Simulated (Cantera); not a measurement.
**Equilibrium for abatement and gas-phase synthesis: HBr + O₂ + H₂**

Charge: 1 mol HBr, 0.3 mol O₂, 0.21 mol H₂, equilibrated at 3202 °C.

These are equilibrium values from Cantera (NASA tables, ideal gas, pure condensed phases), not measurements of a reactor. Candidate condensed phases: Br₂, H₂O; 12 gas species. The ideal-gas law is rough above about 30 bar. Rates play no part.

From 0.0750 Torr to 225000 Torr nothing is condensed.

```json
[
 {"P (Pa)": "10", "x H": "0.470", "x Br": "0.331", "x HBr": "1.25e-5", "x H₂O": "1.71e-8", "x O": "0.199", "x H₂": "7.10e-5", "x OH": "5.14e-5", "x O₂": "1.84e-5", "x Br₂": "1.17e-8"},
 {"P (Pa)": "120", "x H": "0.469", "x Br": "0.332", "x HBr": "0.000150", "x H₂O": "2.44e-6", "x O": "0.198", "x H₂": "0.000847", "x OH": "0.000613", "x O₂": "0.000220", "x Br₂": "1.41e-7"},
 {"P (Pa)": "1400", "x H": "0.452", "x Br": "0.336", "x HBr": "0.00171", "x H₂O": "0.000299", "x O": "0.191", "x H₂": "0.00921", "x OH": "0.00666", "x O₂": "0.00239", "x Br₂": "1.69e-6"},
 {"P (Pa)": "17000", "x H": "0.334", "x Br": "0.371", "x HBr": "0.0169", "x H₂O": "0.0176", "x O": "0.140", "x H₂": "0.0608", "x OH": "0.0438", "x O₂": "0.0156", "x Br₂": "2.50e-5"},
 {"P (Pa)": "210000", "x H": "0.119", "x Br": "0.422", "x HBr": "0.0849", "x H₂O": "0.127", "x O": "0.0522", "x H₂": "0.0956", "x OH": "0.0718", "x O₂": "0.0268", "x Br₂": "0.000400"},
 {"P (Pa)": "2500000", "x H": "0.0251", "x Br": "0.391", "x HBr": "0.198", "x H₂O": "0.235", "x O": "0.0153", "x H₂": "0.0508", "x OH": "0.0529", "x O₂": "0.0273", "x Br₂": "0.00409"},
 {"P (Pa)": "30000000", "x H": "0.00402", "x Br": "0.302", "x HBr": "0.293", "x H₂O": "0.283", "x O": "0.00501", "x H₂": "0.0156", "x OH": "0.0332", "x O₂": "0.0351", "x Br₂": "0.0292"}
]
```
x: gas mole fraction; nothing condenses.
